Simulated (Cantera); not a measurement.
A Cantera script and its output.

```python
import numpy as np
import cantera as ct

gas = ct.Solution("gri30.yaml")


def delay(T, t_max=10):
    gas.TPX = T, 180000, {'H2': 1, 'O2': 0.25, 'N2': 1.52}
    reactor = ct.IdealGasReactor(gas, clone=False)
    net = ct.ReactorNet([reactor])
    net.rtol, net.atol = 1e-8, 1e-16
    while net.time < t_max:
        t_old, T_old = net.time, reactor.T
        net.step()
        if reactor.T > T + 400:  # ignition: a rise of 400 K
            return t_old + (T + 400 - T_old) / (reactor.T - T_old) * (net.time - t_old)
    return np.nan


taus = []
for T in [1225, 1325, 1425, 1525, 1625, 1725, 1825, 1925]:
    taus.append(delay(T))
    print(f"T0 = {T:6g} K   tau = {taus[-1]:.4e} s")
```

Output:

```
T0 =   1225 K   tau = 3.2833e-05 s
T0 =   1325 K   tau = 2.0092e-05 s
T0 =   1425 K   tau = 1.3971e-05 s
T0 =   1525 K   tau = 1.0721e-05 s
T0 =   1625 K   tau = 8.9699e-06 s
T0 =   1725 K   tau = 8.0958e-06 s
T0 =   1825 K   tau = 7.7945e-06 s
T0 =   1925 K   tau = 7.9074e-06 s
```

Cantera simulation using GRI-Mech 3.0 (53 species, 325 reactions); the numbers are that mechanism's predictions, not measurements. Where the delays flatten at high temperature, the 400 K rule measures the pace of heat release, not the induction time.
